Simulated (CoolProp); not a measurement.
Properties of cis-2-butene along the isobar 57.5 bar (Tc = 435.8 K, pc = 42.36 bar, ω = 0.202).

The numbers come from the reference Helmholtz-energy equation of state, Lemmon 2005 in CoolProp. It is a short technical equation, of lower accuracy than the large ones.

```
T (K)   phase           Z  cv (kJ/(kg K))  isothermal compressibility (1/MPa)  fugacity coefficient
-----  ------  ----------  --------------  ----------------------------------  --------------------
183.2  liquid  (withheld)           1.339                          (withheld)              6.912e-5
190.4  liquid      0.2772           1.339                          (withheld)             0.0001367
197.6  liquid      0.2698           1.340                           0.0008117             0.0002551
204.7  liquid      0.2630      (withheld)                           0.0008640            (withheld)
211.9  liquid      0.2566           1.349                           0.0009212             0.0007608
219.1  liquid      0.2507           1.356                           0.0009831            (withheld)
226.2  liquid      0.2454           1.365                            0.001049            (withheld)
233.4  liquid      0.2403           1.375                            0.001122              0.002926
240.6  liquid      0.2356           1.386                            0.001201              0.004309
```

### Question
What belongs in the gaps?

### Answer

- 183.2, Z: 0.2853
- 183.2, isothermal compressibility (1/MPa): 0.0007166
- 190.4, isothermal compressibility (1/MPa): 0.0007625
- 204.7, cv (kJ/(kg K)): 1.344
- 204.7, fugacity coefficient: 0.0004489
- 219.1, fugacity coefficient: 0.001237
- 226.2, fugacity coefficient: 0.001928
